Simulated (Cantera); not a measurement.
A closed system holds: 1 mol Ta(OEt)₅, 0.033 mol H₂O, held at 1.00 bar.

Method: chemical equilibrium by Gibbs-energy minimisation in Cantera with the NASA 1993 tables (ideal gas, pure condensed phases). Candidate condensed phases: C, C₆H₆, C₇H₈, C₈H₁₈, H₂O, Ta, TaC, Ta₂O₅; 113 gas species. The feed counts by its element totals alone. Mutual solubility and eutectic melting of coexisting phases are not modelled. TaC: taken at fixed stoichiometry. Condensed phases not in the tables: Ta₂C. Kinetics and transport are ignored.

x: gas mole fraction; n: condensed amount in mol.

```csv
T (°C),x H₂,x CO,x CH₄,x H₂O,x CO₂,x H,n C(graphite),n Ta₂O₅(s),n TaC(s)
600,0.626,0.0471,0.176,0.126,0.0252,3.70e-11,7.18,0.500,0
650,0.701,?,?,?,?,?,7.36,0.500,0
700,0.749,0.113,0.0722,0.0527,0.0128,9.36e-10,7.38,0.500,0
750,0.779,0.139,0.0456,0.0296,0.00687,3.65e-9,7.34,0.500,0
800,0.798,0.154,0.0292,0.0159,0.00333,1.25e-8,7.32,0.500,0
850,0.809,0.161,0.0192,0.00862,0.00157,3.83e-8,7.33,0.500,0
900,0.817,0.165,0.0130,0.00478,0.000759,1.07e-7,7.36,0.500,0
950,0.821,0.167,0.00899,0.00275,0.000382,2.72e-7,7.38,0.500,0
1000,0.810,0.182,0.00616,0.00175,0.000239,6.42e-7,7.02,0.445,0.109
1050,0.709,0.286,?,?,?,?,3.94,0,1.00
1100,0.710,0.286,0.00254,0.000952,0.000186,2.81e-6,3.94,0,1.00
1150,0.711,0.286,0.00192,0.000629,0.000112,5.60e-6,3.95,0,1.00
```

**Question.** Fill in the missing entries.

**Answer.** 
- 650, x CO: 0.0794
- 650, x CH₄: 0.114
- 650, x H₂O: 0.0859
- 650, x CO₂: 0.0199
- 650, x H: 2.05e-10
- 1050, x CH₄: 0.00342
- 1050, x H₂O: 0.00149
- 1050, x CO₂: 0.000323
- 1050, x H: 1.34e-6
